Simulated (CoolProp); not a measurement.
Chloromethane (R40) along the isotherm 500 K: Z from the reference equation and from simpler models built on Tc = 418.6 K, pc = 6.929 MPa, ω = 0.150; each cubic takes its own stable root.

Model: reference Helmholtz-energy equation of state, Thol 2014, in CoolProp.

```json
[
 {"p (MPa)": "2.89", "phase": "gas", "reference": "0.9134", "van der Waals": "0.9153", "Redlich-Kwong": "0.9130", "Soave-Redlich-Kwong": "0.9192", "Peng-Robinson": "0.9068"},
 {"p (MPa)": "5.77", "phase": "gas", "reference": "0.8217", "van der Waals": "0.8182", "Redlich-Kwong": "0.8202", "Soave-Redlich-Kwong": "0.8349", "Peng-Robinson": "0.8120"},
 {"p (MPa)": "8.66", "phase": "supercritical", "reference": "0.7251", "van der Waals": "0.7027", "Redlich-Kwong": "0.7219", "Soave-Redlich-Kwong": "0.7486", "Peng-Robinson": "0.7181"},
 {"p (MPa)": "11.5", "phase": "supercritical", "reference": "0.6323", "van der Waals": "0.5821", "Redlich-Kwong": "0.6297", "Soave-Redlich-Kwong": "0.6705", "Peng-Robinson": "0.6359"},
 {"p (MPa)": "14.4", "phase": "supercritical", "reference": "0.5606", "van der Waals": "0.5363", "Redlich-Kwong": "0.5687", "Soave-Redlich-Kwong": "0.6157", "Peng-Robinson": "0.5792"},
 {"p (MPa)": "17.3", "phase": "supercritical", "reference": "0.5313", "van der Waals": "0.5577", "Redlich-Kwong": "0.5544", "Soave-Redlich-Kwong": "0.5970", "Peng-Robinson": "0.5577"},
 {"p (MPa)": "20.2", "phase": "supercritical", "reference": "0.5347", "van der Waals": "0.5989", "Redlich-Kwong": "0.5677", "Soave-Redlich-Kwong": "0.6044", "Peng-Robinson": "0.5611"},
 {"p (MPa)": "23.1", "phase": "supercritical", "reference": "0.5549", "van der Waals": "0.6469", "Redlich-Kwong": "0.5934", "Soave-Redlich-Kwong": "0.6257", "Peng-Robinson": "0.5781"},
 {"p (MPa)": "26", "phase": "supercritical", "reference": "0.5834", "van der Waals": "0.6975", "Redlich-Kwong": "0.6249", "Soave-Redlich-Kwong": "0.6541", "Peng-Robinson": "0.6020"},
 {"p (MPa)": "28.9", "phase": "supercritical", "reference": "0.6161", "van der Waals": "0.7493", "Redlich-Kwong": "0.6592", "Soave-Redlich-Kwong": "0.6862", "Peng-Robinson": "0.6298"},
 {"p (MPa)": "31.8", "phase": "supercritical", "reference": "0.6511", "van der Waals": "0.8017", "Redlich-Kwong": "0.6951", "Soave-Redlich-Kwong": "0.7205", "Peng-Robinson": "0.6597"},
 {"p (MPa)": "34.6", "phase": "supercritical", "reference": "0.6860", "van der Waals": "0.8523", "Redlich-Kwong": "0.7305", "Soave-Redlich-Kwong": "0.7547", "Peng-Robinson": "0.6899"}
]
```
